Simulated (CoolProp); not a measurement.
Properties of fluorine along the isotherm 26.85 °C (Tc = -128.7 °C, pc = 5.240 MPa, ω = 0.045).

Values from CoolProp's reference Helmholtz-energy equation of state, de Reuck 1990.

```
p (MPa)          phase       Z  cv (kJ/(kg K))  Joule-Thomson coefficient (K/MPa)  expansivity (1/kK)  fugacity coefficient
-------  -------------  ------  --------------  ---------------------------------  ------------------  --------------------
0.0414             gas  0.9998          0.6059                              1.880               3.337                0.9998
0.0699             gas  0.9997          0.6059                              1.880               3.339                0.9997
0.118              gas  0.9995          0.6059                              1.880               3.343                0.9995
0.199              gas  0.9992          0.6059                              1.879               3.349                0.9992
0.336              gas  0.9987          0.6059                              1.879               3.360                0.9987
0.567              gas  0.9978          0.6060                              1.876               3.378                0.9978
0.957              gas  0.9962          0.6061                              1.870               3.409                0.9962
1.61               gas  0.9936          0.6064                              1.854               3.461                0.9936
2.73               gas  0.9891          0.6071                              1.813               3.549                0.9892
4.6                gas  0.9825          0.6088                              1.719               3.688                0.9820
7.76     supercritical  0.9748          0.6127                              1.531               3.890                0.9711
13.1     supercritical  0.9718          0.6212                              1.257               4.154                0.9572
```
